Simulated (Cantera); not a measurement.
An adiabatic, constant-pressure homogeneous reactor starts with CO : H₂ : CH₄ : O₂ : N₂ = 1 : 0.034 : 0.43 : 4.17 : 15.9 (molar parts), equivalence ratio 0.33, at 1650 K and 1.01 bar.

Computed with Cantera and GRI-Mech 3.0 (53 species, 325 reactions).

### Question
Predict: time of steepest temperature rise; temperature at 0.100 s; equilibrium temperature; x(CO) at 0.100 s; x(H₂) at 0.100 s; x(NO) at 0.100 s.

### Answer
| Item | Value |
|---|---|
| time of steepest temperature rise | 0.177 ms |
| temperature at 0.100 s | 2347 K |
| equilibrium temperature | 2345 K |
| x(CO) at 0.100 s | 0.00284 (gas-phase equilibrium 0.00281) |
| x(H₂) at 0.100 s | 0.000301 (gas-phase equilibrium 0.000298) |
| x(NO) at 0.100 s | 0.0116 (gas-phase equilibrium 0.0130) |
